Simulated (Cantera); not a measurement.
Input: 1 mol SiCl₄, 0.87 mol HCl, 18 mol H₂, at 0.100 bar.

Cantera equilibrium calculation (NASA polynomials, part measured and part estimated; ideal gas, pure solids and liquids). Candidate condensed phases: Si; 19 gas species. The tables' values for SiCl₃, SiCl are old estimates; treat these amounts as uncertain. The numbers say what is thermodynamically allowed, not how fast it happens. All values below are at 1723 K.

Base state: H₂ 0.816, HCl 0.136, SiCl₂ 0.0461, SiCl₃ 0.00157, H 0.000521, SiHCl₃ 0.000125, SiCl₄ 0.000101, Cl 6.71e-5 (mole fractions); condensed: gas only.

Problem. What changes in the equilibrium state with this change: SiCl₄ replaced by CH₃SiH₃?

Solution. 
```tsv
species	before	after
H₂	0.816	0.960
HCl	0.136	0.0395
H	0.000521	0.000565
SiCl₂	0.0461	0.000139
CH₄	0	6.23e-5
C₂H₂ (acetylene)	0	3.93e-5
SiC(s), mol	0	0.997
```
The feed counts by its element totals alone. Further candidate phases: C, C₆H₆, C₇H₈, C₈H₁₈, SiC.
